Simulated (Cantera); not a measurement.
Charge: 1 mol Fe₃O₄, 1.5 mol CO, 1.8 mol N₂, held at 2348 K and 0.0900 Torr.

Method: chemical equilibrium by Gibbs-energy minimisation in Cantera with the NASA 1993 tables (ideal gas, pure condensed phases). Candidate condensed phases: C, Fe, Fe(CO)₅, FeO, Fe₂O₃, Fe₃O₄; 27 gas species. Equilibrium is a limit: real reactors are often held back by kinetics, nucleation or transport.

Base state: Fe 0.319, N₂ 0.198, O 0.190, CO 0.137, O₂ 0.102, CO₂ 0.0307, FeO 0.0166, NO 0.00605 (mole fractions); condensed: gas only.

### Question
What changes in the equilibrium state with this change: CO from 1.5 to 13 mol?

### Answer
```
species   before    after
-------  -------  -------
CO         0.137    0.587
Fe         0.319    0.146
N₂         0.198   0.0889
FeO       0.0166  0.00355
O₂         0.102   0.0221
O          0.190   0.0887
CO₂       0.0307   0.0613
NO       0.00605  0.00189
```
